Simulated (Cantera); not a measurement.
## Ignition delay

Mixture: 12.5 % CH4, 1.03 % H2, 18.2 % O2, 68.3 % N2, equivalence ratio 1.4, at 5.10 bar, adiabatic and at constant volume. Ignition delay is the time to a rise of 400 K.

Cantera simulation using GRI-Mech 3.0 (53 species, 325 reactions); the numbers are that mechanism's predictions, not measurements.

| T0 (K) | delay (ms) |
|---|---|
| 1275 | 2.03 |
| 1375 | 0.772 |
| 1475 | 0.301 |
| 1575 | 0.124 |
| 1675 | 0.0553 |
| 1775 | 0.0269 |
| 1875 | 0.0143 |

```
Property                                                Result
--------------------------------------------------  ----------
apparent activation energy between 1675 and 1875 K  180 kJ/mol
```
